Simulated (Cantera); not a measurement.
A perfectly stirred reactor is fed with C3H8 : H2 = 1 : 16 (molar parts), at 0.00930 bar; it is held at 1425 K, and followed from long to short residence time.

Model: GRI-Mech 3.0 (53 species, 325 reactions), integrated in Cantera. GRI-Mech 3.0 was tuned for natural gas; its chemistry of propane as a main component is partial and can be far from experiment. GRI-Mech 3.0 stops at C3 and has no aromatics, soot or wall deposition, so with more carbon than oxygen in the feed, carbon stays in small species such as C2H2 where larger ones or solid carbon would form. Radical loss at walls, strong at low pressure, is not modelled.

Task: What does this change do: temperature 1425 to 1125 K?

Result: 
```tsv
quantity	before	after
x(C3H8) at τ = 1.60 s	8.24e-5	0.00329
x(H2) at τ = 1.60 s	0.897	0.891
x(CH4) at τ = 1.60 s	0.0470	0.0543
x(CH2) at τ = 1.60 s	8.00e-8	5.87e-10
x(C2H6) at τ = 1.60 s	1.99e-5	0.000151
x(C3H8) at τ = 79.0 ms	0.00101	0.0297
x(H2) at τ = 79.0 ms	0.891	0.915
x(CH4) at τ = 79.0 ms	0.0553	0.0271
x(CH2) at τ = 79.0 ms	2.93e-7	3.33e-9
x(C2H6) at τ = 79.0 ms	7.14e-5	0.000246
```

Task: What does this change do: temperature 1425 to 1625 K?

Result: 
```json
[
 {"quantity": "x(C3H8) at τ = 1.60 s", "before": "8.24e-5", "after": "1.20e-5"},
 {"quantity": "x(H2) at τ = 1.60 s", "before": "0.897", "after": "0.909"},
 {"quantity": "x(CH4) at τ = 1.60 s", "before": "0.0470", "after": "0.0256"},
 {"quantity": "x(CH2) at τ = 1.60 s", "before": "8.00e-8", "after": "6.55e-7"},
 {"quantity": "x(C2H6) at τ = 1.60 s", "before": "1.99e-5", "after": "4.70e-6"},
 {"quantity": "x(C3H8) at τ = 79.0 ms", "before": "0.00101", "after": "0.000182"},
 {"quantity": "x(H2) at τ = 79.0 ms", "before": "0.891", "after": "0.894"},
 {"quantity": "x(CH4) at τ = 79.0 ms", "before": "0.0553", "after": "0.0486"},
 {"quantity": "x(CH2) at τ = 79.0 ms", "before": "2.93e-7", "after": "2.31e-6"},
 {"quantity": "x(C2H6) at τ = 79.0 ms", "before": "7.14e-5", "after": "3.11e-5"}
]
```
